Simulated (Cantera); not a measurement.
**Gas activation for diamond growth**

A perfectly stirred reactor is fed with CH4 : H2 : H = 0.015 : 1 : 0.018 (molar parts), at 255 Torr; it is held at 1925 K, and followed from long to short residence time.

Cantera simulation using GRI-Mech 3.0 (53 species, 325 reactions); the numbers are that mechanism's predictions, not measurements. GRI-Mech 3.0 stops at C3 and has no aromatics, soot or wall deposition, so with more carbon than oxygen in the feed, carbon stays in small species such as C2H2 where larger ones or solid carbon would form.

| τ (s) | x CH4 | x H2 | x H | x C2H | x CH2 |
|---|---|---|---|---|---|
| 3.6 | 0.00119 | 0.991 | 0.00165 | 1.57e-7 | 8.06e-8 |
| 1.5 | 0.00164 | 0.990 | 0.00166 | 1.52e-7 | 1.11e-7 |
| 0.61 | 0.00236 | 0.990 | 0.00167 | 1.44e-7 | 1.62e-7 |
| 0.25 | 0.00340 | 0.989 | 0.00168 | 1.33e-7 | 2.37e-7 |
| 0.11 | 0.00469 | 0.989 | 0.00171 | 1.19e-7 | 3.36e-7 |
| 0.044 | 0.00643 | 0.988 | 0.00178 | 1.01e-7 | 4.91e-7 |
| 0.018 | 0.00822 | 0.987 | 0.00190 | 8.24e-8 | 7.09e-7 |
| 0.0075 | 0.00972 | 0.985 | 0.00215 | 6.82e-8 | 1.05e-6 |
| 0.0031 | 0.0108 | 0.984 | 0.00260 | 6.04e-8 | 1.66e-6 |
| 0.0013 | 0.0113 | 0.983 | 0.00337 | 5.88e-8 | 2.83e-6 |
| 0.00054 | 0.0116 | 0.982 | 0.00454 | 6.03e-8 | 5.01e-6 |
x: mole fraction; the columns are a selection and need not sum to one.
